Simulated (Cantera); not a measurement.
# Thermodynamics of silicon nitride deposition, feed Si₂Cl₆ + NH₃ + H₂

Charge: 1 mol Si₂Cl₆, 4.8 mol NH₃, 3.2 mol H₂, equilibrated at 1625 °C.

Equilibrium computed with Cantera from the NASA thermochemical tables; the gas is ideal and each condensed phase is pure. Candidate condensed phases: NH₄Cl, Si, Si₃N₄; 28 gas species. The feed counts by its element totals alone. The tables' values for SiCl₃, SiCl, SiN are old estimates; treat these amounts as uncertain. Gases not in the tables: Si₂H₆ and higher silanes. The numbers say what is thermodynamically allowed, not how fast it happens.

```json
[
 {"P (Pa)": "5", "x H₂": "0.450", "x HCl": "0.202", "x N₂": "0.136", "x SiCl₂": "0.0534", "x H": "0.0742", "x Si": "0.0535", "x Cl": "0.0251", "n Si(l)": "0", "n Si₃N₄(s)": "0"},
 {"P (Pa)": "15", "x H₂": "0.500", "x HCl": "0.182", "x N₂": "0.142", "x SiCl₂": "0.0769", "x H": "0.0451", "x Si": "0.0349", "x Cl": "0.0124", "n Si(l)": "0", "n Si₃N₄(s)": "0"},
 {"P (Pa)": "45", "x H₂": "0.538", "x HCl": "0.161", "x N₂": "0.146", "x SiCl₂": "0.0961", "x H": "0.0270", "x Si": "0.0200", "x Cl": "0.00612", "n Si(l)": "0", "n Si₃N₄(s)": "0"},
 {"P (Pa)": "140", "x H₂": "0.562", "x HCl": "0.149", "x N₂": "0.149", "x SiCl₂": "0.108", "x H": "0.0157", "x Si": "0.00877", "x Cl": "0.00314", "n Si(l)": "0.0548", "n Si₃N₄(s)": "0"},
 {"P (Pa)": "410", "x H₂": "0.571", "x HCl": "0.152", "x N₂": "0.150", "x SiCl₂": "0.110", "x H": "0.00923", "x Si": "0.00300", "x Cl": "0.00185", "n Si(l)": "0.162", "n Si₃N₄(s)": "0"},
 {"P (Pa)": "1200", "x H₂": "0.576", "x HCl": "0.153", "x N₂": "0.151", "x SiCl₂": "0.110", "x H": "0.00542", "x Si": "0.00102", "x Cl": "0.00109", "n Si(l)": "0.201", "n Si₃N₄(s)": "0"},
 {"P (Pa)": "3700", "x H₂": "0.579", "x HCl": "0.153", "x N₂": "0.152", "x SiCl₂": "0.110", "x H": "0.00309", "x Si": "0.000332", "x Cl": "0.000618", "n Si(l)": "0.217", "n Si₃N₄(s)": "0"},
 {"P (Pa)": "11000", "x H₂": "0.581", "x HCl": "0.153", "x N₂": "0.152", "x SiCl₂": "0.109", "x H": "0.00180", "x Si": "0.000112", "x Cl": "0.000357", "n Si(l)": "0.226", "n Si₃N₄(s)": "0"},
 {"P (Pa)": "33000", "x H₂": "0.587", "x HCl": "0.159", "x N₂": "0.142", "x SiCl₂": "0.105", "x H": "0.00104", "x Si": "3.35e-5", "x Cl": "0.000213", "n Si(l)": "0", "n Si₃N₄(s)": "0.0927"},
 {"P (Pa)": "100000", "x H₂": "0.579", "x HCl": "0.197", "x N₂": "0.131", "x SiCl₂": "0.0829", "x H": "0.000595", "x Si": "5.57e-6", "x Cl": "0.000153", "n Si(l)": "0", "n Si₃N₄(s)": "0.196"}
]
```
x: gas mole fraction; n: condensed amount in mol.

From 0.0375 Torr to 0.338 Torr nothing is condensed. From 1.05 Torr to 82.5 Torr the condensed part is Si(l). From 248 Torr to 750 Torr the condensed part is Si₃N₄(s). The main Si-bearing gas is Si at 0.0375 Torr and SiCl₂ at 750 Torr.
